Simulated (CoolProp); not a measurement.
A simple Rankine cycle with dimethyl ether: condensing at 305.15 K, boiler at 2.01 MPa, turbine inlet 388.2 K, turbine efficiency 0.7, pump efficiency 0.6, no recuperator. Each further row changes one setting.

Model: reference Helmholtz-energy equation of state, Wu 2011, in CoolProp.

| case | thermal efficiency (%) | net work (kJ/kg) | heat in (kJ/kg) | turbine exit temperature (K) | volume ratio over the turbine |
|---|---|---|---|---|---|
| as stated | [?] | 38.0 | 505 | [?] | 2.78 |
| turbine inlet 408.2 K | 7.6 | 41.4 | 545 | [?] | 2.75 |
| condensing temperature 297.15 K | 8.9 | 46.4 | 524 | [?] | 3.46 |
| boiler pressure 1.41 MPa | [?] | 27.0 | 519 | 364.2 | 1.93 |
| turbine efficiency 0.6 | 6.4 | [?] | 505 | 352.9 | 2.82 |

### Question
What belongs in the gaps?

### Answer

- as stated, thermal efficiency (%): 7.5
- as stated, turbine exit temperature (K): 349.5
- turbine inlet 408.2 K, turbine exit temperature (K): 370.6
- condensing temperature 297.15 K, turbine exit temperature (K): 342.1
- boiler pressure 1.41 MPa, thermal efficiency (%): 5.2
- turbine efficiency 0.6, net work (kJ/kg): 32.1
